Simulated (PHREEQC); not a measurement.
Make-up at 15 °C: 2.8 mmol/kgw CaCl2. It is in equilibrium with CO2 at log p = -3.5 (atm). Otherwise closed; pH follows from the charge balance.

Computed with PHREEQC (Pitzer model, pitzer.dat).

Precipitation was switched off in this run.

Task: Predict the pH, specific conductance.

Result: pH 5.63; specific conductance 543 µS/cm.

Task: In which forms is C present?

Result: CO2 85 %, HCO3- 15 % of the C.

Species that the database lacks are ignored.
